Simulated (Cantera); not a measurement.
Input: 1 mol V2O5, 1800 mol H2, 2.3 mol N2, at 1098.15 K and 1 atm.

Cantera equilibrium calculation (NASA polynomials, part measured and part estimated; ideal gas, pure solids and liquids). Candidate condensed phases: H2O, V, VN, VO, V2O3, V2O4, V2O5; 28 gas species. Condensed phases not in the tables: the oxides between V2O3 and V2O5 other than VO2. Kinetics and transport are ignored.

Base state: H2 0.998, N2 0.00127, H2O 0.00111, NH3 1.16e-5 (mole fractions); condensed: V2O3(s).

### Question
What changes in the equilibrium state with this change: N2 from 2.3 to 32 mol?

### Answer
```tsv
species	before	after
H2	0.998	0.981
N2	0.00127	0.0171
H2O	0.00111	0.00218
NH3	1.16e-5	4.13e-5
V2O3(s), mol	1.00	0.334
VN(s), mol	0	1.33
```
Mutual solubility and eutectic melting of coexisting phases are not modelled. VN: taken at fixed stoichiometry. Condensed phases not in the tables: the oxides between V2O3 and V2O5 other than VO2, V2N.
